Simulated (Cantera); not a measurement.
A closed system holds: 1 mol BCl₃, 20 mol NH₃, 7.7 mol H₂, at 2127 °C and 1.00 bar.

Equilibrium computed with Cantera from the NASA thermochemical tables; the gas is ideal and each condensed phase is pure. Candidate condensed phases: B, BN, NH₄Cl; 21 gas species. The tables' values for BCl, BH₂, BCl₂ are old estimates; treat these amounts as uncertain. Gases not in the tables: B₂H₆ and higher boranes. Rates play no part.

Base state: H₂ 0.730, N₂ 0.195, HCl 0.0557, H 0.0136, BCl 0.00408, Cl 0.000740, BH₂ 0.000674, BCl₂ 0.000151 (mole fractions); condensed: BN(s).

Question: What changes in the equilibrium state with this change: BCl₃ replaced by B₂H₆?

Answer: 
| species | before | after |
|---|---|---|
| H₂ | 0.730 | 0.805 |
| N₂ | 0.195 | 0.180 |
| H | 0.0136 | 0.0143 |
| HCl | 0.0557 | 0 |
| BH₂ | 0.000674 | 0.000774 |
| BCl | 0.00408 | 0 |
| Cl | 0.000740 | 0 |
| BN(s), mol | 0.756 | 1.96 |
The feed counts by its element totals alone. The tables' values for BH₂ are old estimates; treat these amounts as uncertain.
